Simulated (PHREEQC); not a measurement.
# Phosphoric acid bath: speciation

Solution (20 °C): 17 mmol/kgw H3PO4. Closed to the air; pH follows from the charge balance.

Computed with PHREEQC (ion-association model, wateq4f.dat).

```yaml
pH: 2.10
ionic_strength: 0.00854 mol/kgw
total_alkalinity: -17.0 meq/kg
```

```tsv
species	molality	activity	log γ
H+	0.00854	0.00785	-0.037
H2PO4-	0.00854	0.00779	-0.040
H3PO4	0.00846	0.00847	0.001
HPO4-2	8.70e-8	5.99e-8	-0.162
```

This is a speciation only: nothing precipitates in the calculation. H3PO4, which wateq4f.dat lacks, is added to it with the constant of phreeqc.dat.
